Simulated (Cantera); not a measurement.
Input: 1 mol Ti, 1.2 mol C3H8, 43 mol H2, held at 36.0 Torr.

Equilibrium computed with Cantera from the NASA thermochemical tables; the gas is ideal and each condensed phase is pure. Candidate condensed phases: C, C6H6, C7H8, C8H18, Ti, TiC; 77 gas species. TiC: taken at fixed stoichiometry. Kinetics and transport are ignored. All values below are at 1750 °C.

Base state: H2 0.990, H 0.00863, C2H2 (acetylene) 0.000885, CH4 1.88e-5 (mole fractions); condensed: C(graphite) + TiC(s).

Problem. What changes in the equilibrium state with this change: Ti replaced by TiCl4?

Solution. 
```tsv
species	before	after
H2	0.990	0.911
HCl	0	0.0794
H	0.00863	0.00827
Cl	0	0.000535
TiCl2	0	2.18e-5
CH4	1.88e-5	1.59e-5
C2H2 (acetylene)	0.000885	0.000814
C(graphite), mol	2.51	2.52
TiC(s), mol	1.000	0.998
```
The tables' values for TiCl2 are old estimates; treat these amounts as uncertain. Further candidate phases: TiCl2, TiCl3, TiCl4.
